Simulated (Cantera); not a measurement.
Cantera run:

```python
import numpy as np
import cantera as ct

gas_names = """
    CO2 O
""".split()
cond_names = """
    C(gr) Ti4O7(s) Ti4O7(L) Ti2O3(a) Ti2O3(b) Ti2O3(L) Ti3O5(a) Ti3O5(b) Ti3O5(L)
""".split()


# ... load() reads the species with a 1 bar reference pressure and builds the phases ...
species = {s.name: s for s in load("nasa_gas.yaml", gas_names) + load("nasa_condensed.yaml", cond_names)}
# Each term lists the table entries of one substance; the one whose range holds T is used.
reactions = {
    'C + 2 Ti4O7 = 4 Ti2O3 + CO2(g)':
        [(-1, ['C(gr)']), (-2, ['Ti4O7(s)', 'Ti4O7(L)']), (4, ['Ti2O3(a)', 'Ti2O3(b)', 'Ti2O3(L)']), (1, ['CO2'])],
    'O(g) + 3 Ti2O3 = 2 Ti3O5':
        [(-1, ['O']), (-3, ['Ti2O3(a)', 'Ti2O3(b)', 'Ti2O3(L)']), (2, ['Ti3O5(a)', 'Ti3O5(b)', 'Ti3O5(L)'])],
    'O(g) + 4 Ti3O5 = 3 Ti4O7':
        [(-1, ['O']), (-4, ['Ti3O5(a)', 'Ti3O5(b)', 'Ti3O5(L)']), (3, ['Ti4O7(s)', 'Ti4O7(L)'])],
    '2 Ti3O5 = Ti2O3 + Ti4O7':
        [(-2, ['Ti3O5(a)', 'Ti3O5(b)', 'Ti3O5(L)']), (1, ['Ti2O3(a)', 'Ti2O3(b)', 'Ti2O3(L)']), (1, ['Ti4O7(s)', 'Ti4O7(L)'])],
}


def pick(names, T):
    return next(species[n] for n in names if species[n].thermo.min_temp <= T <= species[n].thermo.max_temp)


results = []
for label, terms in reactions.items():
    print(label)
    print("     T/K   dH/kJ  dS/(J/K)   dG/kJ   log10 K")
    for T in [1975, 2000, 2025, 2050, 2075, 2100, 2125, 2150, 2175, 2200, 2225]:
        used = [(nu, pick(names, T)) for nu, names in terms]
        dH = sum(nu * s.thermo.h(T) for nu, s in used) / 1e6
        dS = sum(nu * s.thermo.s(T) for nu, s in used) / 1e3
        dG = dH - T * dS / 1e3
        logK = -dG * 1e6 / (ct.gas_constant * T * np.log(10))
        results.append((label, T, dH, dS, dG, logK, [s.name for _, s in used]))
        print(f"{T:8g} {dH:8.1f} {dS:8.1f} {dG:8.1f} {logK:8.2f}")
```

Result:

```
C + 2 Ti4O7 = 4 Ti2O3 + CO2(g)
     T/K   dH/kJ  dS/(J/K)   dG/kJ   log10 K
    1975    -76.6    -55.6     33.1    -0.88
    2000    -78.8    -56.7     34.5    -0.90
    2025    -81.0    -57.8     36.0    -0.93
    2050    -83.2    -58.8     37.4    -0.95
    2075    -85.3    -59.9     38.9    -0.98
    2100    -87.5    -60.9     40.4    -1.01
    2125    328.9    136.0     40.0    -0.98
    2150    327.1    135.1     36.6    -0.89
    2175    325.3    134.3     33.2    -0.80
    2200    323.4    133.4     29.9    -0.71
    2225    321.6    132.6     26.5    -0.62
O(g) + 3 Ti2O3 = 2 Ti3O5
     T/K   dH/kJ  dS/(J/K)   dG/kJ   log10 K
    1975   -614.9   -131.6   -354.9     9.39
    2000   -614.0   -131.2   -351.6     9.18
    2025   -613.0   -130.7   -348.4     8.99
    2050   -612.0   -130.2   -345.1     8.79
    2075   -267.5     37.8   -346.0     8.71
    2100   -266.2     38.5   -347.0     8.63
    2125   -578.8   -109.3   -346.5     8.52
    2150   -577.7   -108.8   -343.8     8.35
    2175   -576.6   -108.3   -341.0     8.19
    2200   -575.5   -107.8   -338.3     8.03
    2225   -574.4   -107.3   -335.6     7.88
O(g) + 4 Ti3O5 = 3 Ti4O7
     T/K   dH/kJ  dS/(J/K)   dG/kJ   log10 K
    1975    -16.2    145.7   -303.9     8.04
    2000    -15.0    146.3   -307.6     8.03
    2025    -13.9    146.8   -311.3     8.03
    2050    -12.9    147.3   -314.9     8.02
    2075   -698.8   -187.3   -310.3     7.81
    2100   -698.5   -187.1   -305.6     7.60
    2125   -698.2   -187.0   -300.9     7.40
    2150   -697.9   -186.8   -296.2     7.20
    2175   -697.5   -186.7   -291.6     7.00
    2200   -697.2   -186.5   -286.9     6.81
    2225   -696.9   -186.4   -282.2     6.63
2 Ti3O5 = Ti2O3 + Ti4O7
     T/K   dH/kJ  dS/(J/K)   dG/kJ   log10 K
    1975    199.6     92.4     17.0    -0.45
    2000    199.7     92.5     14.7    -0.38
    2025    199.7     92.5     12.4    -0.32
    2050    199.7     92.5     10.1    -0.26
    2075   -143.8    -75.0     11.9    -0.30
    2100   -144.1    -75.2     13.8    -0.34
    2125    -39.8    -25.9     15.2    -0.37
    2150    -40.1    -26.0     15.8    -0.38
    2175    -40.3    -26.1     16.5    -0.40
    2200    -40.6    -26.2     17.1    -0.41
    2225    -40.8    -26.4     17.8    -0.42
```

Standard-state values (1 bar) from the NASA 1993 polynomials, evaluated with Cantera. Condensed species are held in their standard states even where they would react or evaporate.
